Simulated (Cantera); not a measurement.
A freely propagating, adiabatic, planar premixed flame of 5.32 % CH4, 2.34 % C2H6, 18.8 % O2, 73.5 % N2, equivalence ratio 1.0, unburnt at 398 K and 6.50 bar; mixture-averaged transport, grid criteria slope 0.08 and curve 0.16, no radiation.

Computed with Cantera and GRI-Mech 3.0 (53 species, 325 reactions). Burning velocities carry a grid error of a few per cent, more on coarse grids.

Task: Predict: laminar burning velocity; thermal thickness; peak x(H); peak x(C2H2).

Result: laminar burning velocity: 32.2 cm/s
thermal thickness: 0.1000 mm
peak x(H): 0.00229
peak x(C2H2): 0.000515
